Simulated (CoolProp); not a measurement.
A single-stage vapour-compression cycle with the fluid: evaporating at 202.15 K (dew point), condensing at 261.15 K (bubble point), superheat 10 K, subcooling 2 K, compressor efficiency 0.6, no pressure losses. The same conditions are run with several fluids, on thermodynamics alone (safety and materials aside).

The numbers come from the reference Helmholtz-energy equation of state of each fluid (ethane: Bücker 2006; propane: Lemmon 2009; R22: Kamei 1995; R115: Lemmon 2016; propylene: Lemmon 2013; R13: Platzer 1990) in CoolProp. The equations of Platzer and Polt are older, rougher fits.

### Question
Rank ethane, propane, R22, R115, propylene, R13 by cooling COP, highest first.

### Answer
propane (1.64), propylene (1.63), R22 (1.61), R115 (1.55), ethane (1.48), R13 (1.45)

| fluid | pressure ratio | discharge temperature (K) | refrigerating effect (kJ/kg) | volumetric capacity (kJ/m³) |
|---|---|---|---|---|
| ethane | 7.38 | 351.0 | 322 | 1390 |
| propane | 14.0 | 345.7 | 339 | 197 |
| R22 | 17.2 | 399.3 | 195 | 185 |
| R115 | 15.8 | 303.5 | 89.3 | 148 |
| propylene | 13.2 | 359.7 | 349 | 256 |
| R13 | 8.38 | 328.7 | 93.0 | 993 |
